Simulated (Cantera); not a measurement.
A closed system holds: 1 mol TiC, 0.0084 mol C, 0.019 mol H2, equilibrated at 1.00 bar.

These are equilibrium values from Cantera (NASA tables, ideal gas, pure condensed phases), not measurements of a reactor. Candidate condensed phases: C, C6H6, C7H8, C8H18, Ti, TiC; 77 gas species. TiC: taken at fixed stoichiometry. The numbers say what is thermodynamically allowed, not how fast it happens.

x: gas mole fraction; n: condensed amount in mol.

| T (K) | x H2 | x H | x C2H2 (acetylene) | x CH4 | n C(graphite) | n TiC(s) |
|---|---|---|---|---|---|---|
| 1650 | 0.999 | 9.08e-5 | 4.55e-5 | 0.00133 | 0.00837 | 1.00 |
| 1850 | 0.999 | 0.000538 | 0.000261 | 0.000653 | 0.00838 | 1.00 |
| 2050 | 0.996 | ___ | ___ | ___ | 0.00835 | 1.00 |
| 2250 | 0.989 | ___ | ___ | ___ | 0.00827 | 1.00 |
| 2450 | 0.971 | 0.0198 | 0.00847 | 0.000154 | 0.00807 | 1.00 |
| 2650 | 0.936 | 0.0453 | 0.0184 | 0.000105 | 0.00767 | 1.00 |
| 2850 | 0.873 | 0.0909 | 0.0343 | 7.03e-5 | 0.00696 | 1.000 |

**Question.** Some entries are withheld; supply them.

**Answer.** 
- 2250, x H: 0.00739
- 2250, x C2H2 (acetylene): 0.00331
- 2250, x CH4: 0.000231
- 2050, x H: 0.00226
- 2050, x C2H2 (acetylene): 0.00106
- 2050, x CH4: 0.000370
